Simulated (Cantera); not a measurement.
A diamond (100) surface in a fixed gas of H2 with x(CH4) = 0.0079, x(CH3) = 5.2e-05, at 1100 K, 0.0207 atm; coverages are run to steady state.

Detailed kinetics in Cantera: the Harris–Goodwin 1993 mechanism for the reconstructed diamond (100) surface.

One state of this run: growth (µm/h) = 0.243; θ c6HH = 0.516; θ c6H* = 0.0275; θ c6*H = 0.435; θ c6** = 0.0165; θ c6HM = 0.00303. θ: site fractions in the mechanism's names (c6HH fully hydrogenated, c6H* and c6*H radical sites, c6** diradical, c6HM methylated).

Which value of x(H) does it belong to?
A. 0.0039
B. 0.00025
C. 0.0016
D. 0.0001

C, 0.0016
